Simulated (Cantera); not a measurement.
Feed: 1 mol B2H6, 1.4 mol H2, at 1677 °C and 0.100 bar.

Method: chemical equilibrium by Gibbs-energy minimisation in Cantera with the NASA 1993 tables (ideal gas, pure condensed phases). Candidate condensed phases: B; 7 gas species. The feed counts by its element totals alone. The tables' values for BH2 are old estimates; treat these amounts as uncertain. Kinetics and transport are ignored.

Base state: H2 0.996, H 0.00362, BH2 0.000347 (mole fractions); condensed: B(s).

Question: What changes in the equilibrium state with this change: 0.022 mol Cl2 added?

Answer: 
```json
[
 {"species": "H2", "before": "0.996", "after": "0.986"},
 {"species": "HCl", "before": "0", "after": "0.00942"},
 {"species": "H", "before": "0.00362", "after": "0.00360"},
 {"species": "BCl", "before": "0", "after": "0.000478"},
 {"species": "Cl", "before": "0", "after": "2.58e-5"},
 {"species": "BH2", "before": "0.000347", "after": "0.000344"},
 {"species": "B(s), mol", "before": "2.00", "after": "2.00"}
]
```
The tables' values for BCl, BH2 are old estimates; treat these amounts as uncertain.
